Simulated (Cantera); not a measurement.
## Premixed flame

A freely propagating, adiabatic, planar premixed flame of 20.1 % H2, 16.8 % O2, 63.1 % N2, unburnt at 548 K and 10.0 bar; unity-Lewis-number transport, grid criteria slope 0.08 and curve 0.16, no radiation.

Cantera simulation using the H2/O2 subset of GRI-Mech 3.0, which has no nitrogen chemistry; the numbers are that mechanism's predictions, not measurements. The hydrogen kinetics of GRI-Mech 3.0 are dated; newer H2 mechanisms differ, most at raised pressure. Unity Lewis numbers drop preferential diffusion, which matters most where H2 and H carry the flame. Burning velocities carry a grid error of a few per cent, more on coarse grids. Lean hydrogen flames are cellular in practice and burn faster than this planar one.

| z (mm) | T (K) | u (m/s) | x H2 | x O2 | x H2O2 | x H | x OH | x O |
|---|---|---|---|---|---|---|---|---|
| -0.0692 | 549 | 2.13 | 0.201 | 0.168 | 3.51e-7 | <1e-8 | <1e-8 | <1e-8 |
| -0.0461 | 551 | 2.14 | 0.201 | 0.168 | 1.79e-6 | <1e-8 | <1e-8 | <1e-8 |
| -0.0346 | 560 | 2.17 | 0.200 | 0.167 | 6.25e-6 | <1e-8 | <1e-8 | 2.87e-8 |
| -0.0231 | 605 | 2.34 | 0.195 | 0.165 | 2.81e-5 | <1e-8 | 5.60e-8 | 4.65e-7 |
| -0.0115 | 860 | 3.28 | 0.165 | 0.150 | 0.000109 | 3.08e-5 | 3.53e-5 | 3.35e-5 |
| -0.00576 | 1179 | 4.39 | 0.123 | 0.131 | 0.000113 | 0.00110 | 0.000674 | 0.000430 |
| 0 | 1531 | 5.57 | 0.0654 | 0.103 | 2.14e-5 | 0.00553 | 0.00350 | 0.00238 |
| 0.00576 | 1758 | 6.28 | 0.0268 | 0.0838 | 6.09e-6 | 0.00662 | 0.00734 | 0.00438 |
| 0.0115 | 1873 | 6.63 | 0.0121 | 0.0762 | 4.21e-6 | 0.00424 | 0.00885 | 0.00431 |
| 0.0231 | 1965 | 6.91 | 0.00438 | 0.0734 | 2.61e-6 | 0.00140 | 0.00782 | 0.00247 |
| 0.0461 | 2016 | 7.06 | 0.00142 | 0.0734 | 1.44e-6 | 0.000281 | 0.00515 | 0.000899 |
| 0.0922 | 2037 | 7.13 | 0.000441 | 0.0738 | 7.70e-7 | 5.17e-5 | 0.00309 | 0.000298 |
| 0.184 | 2044 | 7.15 | 0.000170 | 0.0741 | 4.93e-7 | 1.36e-5 | 0.00203 | 0.000125 |
x: mole fraction of selected species; z is measured from the peak of heat release.

```
Property                      Value
------------------------  ---------
laminar burning velocity   213 cm/s
thermal thickness         0.0231 mm
peak x(H2O2)               0.000127
peak x(H)                   0.00694
peak x(OH)                  0.00889
peak x(O)                   0.00456
```
